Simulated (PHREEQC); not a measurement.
A column of 1 m (40 cells, dispersivity 0.035 m, 3600 s a shift, diffusion coefficient 3e-10 m²/s) holds 0.04 eq of the database's cation exchanger X per kg of pore water, first in equilibrium with 0.013 mol/kgw KCl and 1e-05 mol/kgw HCl. It is flushed with 0.014 mol/kgw KBr, 0.0061 mol/kgw LiCl and 1e-05 mol/kgw HCl, at 25 °C. Values are for the last cell. CO2 from the air is kept out. Precipitation was switched off in this run.

Base run: PHREEQC, ion-association model, phreeqc.dat. Each further column changes one thing. The table gives Li in solution (mol/kgw).

| pore volumes | base | dispersivity from 0.035 to 0.07 m |
|---|---|---|
| 0 | 0 | 0 |
| 0.6125 | 4.90e-6 | 7.84e-5 |
| 1.413 | 0.00333 | 0.00345 |
| 2.013 | 0.00546 | 0.00522 |
| 2.612 | 0.00600 | 0.00584 |
| 3.413 | 0.00609 | 0.00605 |
| 4.013 | 0.00610 | 0.00609 |
| 4.612 | 0.00610 | 0.00610 |
| 5.412 | 0.00610 | 0.00610 |
| 6.013 | 0.00610 | 0.00610 |
